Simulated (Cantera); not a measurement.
What does this Cantera script print?

```python
import numpy as np
import cantera as ct

gas_names = """
    CL CL2 H HCL H2 N NH NH2 NH3 N2 N2H2 N2H4 Si SiCL SiCL2 SiCL3 SiCL4 SiH SiHCL3 SiH2 SiH2CL2 SiH3
    SiH3CL SiH4 SiN Si2 Si2N Si3
""".split()
cond_names = """
    NH4CL(a) NH4CL(b) Si(cr) Si(L) Si3N4(a)
""".split()


def load(file, names, dense=False):
    # The tables refer to 1 bar. Condensed volumes are neglected.
    table = {s.name: s for s in ct.Species.list_from_file(file)}
    out = []
    for n in names:
        d = dict(table[n].input_data)
        d["thermo"] = dict(d["thermo"], **{"reference-pressure": 1e5})
        if dense:
            d["equation-of-state"] = {"model": "constant-volume", "density": "1e6 g/cm^3"}
        out.append(ct.Species.from_dict(d))
    return out


gas = ct.Solution(thermo="ideal-gas", species=load("nasa_gas.yaml", gas_names))
cond = {s.name: ct.Solution(thermo="fixed-stoichiometry", species=[s], name=s.name)
        for s in load("nasa_condensed.yaml", cond_names, dense=True)}
atoms = {
    'Si2Cl6': {'Si': 2, 'CL': 6},
    'HCl': {'H': 1, 'CL': 1},
    'N2': {'N': 2},
}
top_T = {'Si3N4(a)': 2400}  # K; cautious upper limits of use, not melting points


def equilibrate(T, P, feed):
    n = {}
    for name, mol in feed.items():
        for a, k in atoms[name].items():
            n[a] = n.get(a, 0.0) + k * mol
    gas.TPX = T, P, n
    mass = sum(n.values()) * gas.mean_molecular_weight
    gas.equilibrate("TP")
    valid = [c for c in cond.values() if c.min_temp <= T <= top_T.get(c.name, c.max_temp)]
    mix = ct.Mixture([(gas, mass / gas.mean_molecular_weight)] + [(c, 0.0) for c in valid])
    mix.T, mix.P = T, P
    mix.equilibrate("TP", solver="vcs", rtol=1e-11, max_steps=5000)
    return mix


results = []
feed = {'Si2Cl6': 1, 'HCl': 0.28, 'N2': 4.3}  # mol
T = 1273  # K
P = 6100  # Pa
mix = equilibrate(T, P, feed)
results.append((T, P, feed, dict(zip(mix.species_names, mix.species_moles))))
print(gas.report(threshold=0.001))
for i in range(1, mix.n_phases):
    print(f"{mix.phase(i).name:16s} {mix.phase_moles(i):12.5e} mol")
```

Output:

```
       temperature   1273 K
          pressure   6100 Pa
           density   0.03765 kg/m^3
  mean mol. weight   65.328 kg/kmol
   phase of matter   gas

                          1 kg             1 kmol
                     ---------------   ---------------
          enthalpy       -1.9453e+06       -1.2708e+08  J
   internal energy       -2.1073e+06       -1.3767e+08  J
           entropy            5035.5        3.2896e+05  J/K
    Gibbs function       -8.3555e+06       -5.4585e+08  J
 heat capacity c_p            807.88             52777  J/K
 heat capacity c_v             680.6             44462  J/K

                      mass frac. Y      mole frac. X     chem. pot. / RT
                     ---------------   ---------------   ---------------
               HCL          0.025731          0.046106            -39.52
                H2        3.3388e-05         0.0010819           -27.764
                N2           0.29567           0.68949           -28.691
             SiCL2          0.002462         0.0016248           -63.515
             SiCL3          0.016314         0.0079276           -89.153
             SiCL4           0.65929           0.25353           -114.79
     [  +22 minor]         0.0004949        0.00024135

Si(cr)            0.00000e+00 mol
Si3N4(a)          1.60022e-01 mol
```

Cantera equilibrium calculation (NASA polynomials, part measured and part estimated; ideal gas, pure solids and liquids). The feed counts by its element totals alone. N2 is the only nitrogen source here; it is nearly inert below about 1500 K, so the nitride shown seldom forms there in practice. The tables' values for SiCl3 are old estimates; treat these amounts as uncertain.
